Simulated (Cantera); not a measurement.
# Equilibrium for hydrogen reduction and annealing atmospheres: ZrO2 + H2 + N2

A closed system holds: 1 mol ZrO2, 2000 mol H2, 7.2 mol N2, held at 0.100 bar.

Equilibrium computed with Cantera from the NASA thermochemical tables; the gas is ideal and each condensed phase is pure. Candidate condensed phases: H2O, Zr, ZrN, ZrO2; 28 gas species. Mutual solubility and eutectic melting of coexisting phases are not modelled. ZrN: taken at fixed stoichiometry. Condensed phases not in the tables: solid solutions among these carbides, nitrides and lower oxides. Kinetics and transport are ignored.

```
T (°C)   x H2     x N2       x H    x H2O  n ZrN(s)  n ZrO2(monoclinic)  n ZrO2(tetragonal)
------  -----  -------  --------  -------  --------  ------------------  ------------------
1200    0.996  0.00359   3.99e-5  3.26e-6   0.00327               0.997                   0
1250    0.996  0.00359   7.30e-5  4.39e-6   0.00441                   0               0.996
1300    0.996  0.00359  0.000128  5.79e-6   0.00581                   0               0.994
1350    0.996  0.00358  0.000218  7.50e-6   0.00753                   0               0.992
1400    0.996  0.00358  0.000359  9.57e-6   0.00961                   0               0.990
1450    0.996  0.00358  0.000575  1.20e-5    0.0121                   0               0.988
1500    0.996  0.00358  0.000898  1.49e-5    0.0150                   0               0.985
1550    0.995  0.00358   0.00137  1.83e-5    0.0184                   0               0.982
1600    0.994  0.00358   0.00204  2.22e-5    0.0223                   0               0.978
1650    0.993  0.00358   0.00297  2.67e-5    0.0268                   0               0.973
```
x: gas mole fraction; n: condensed amount in mol.

At 1200 °C the condensed part is ZrN(s) + ZrO2(monoclinic). From 1250 °C to 1650 °C the condensed part is ZrN(s) + ZrO2(tetragonal).
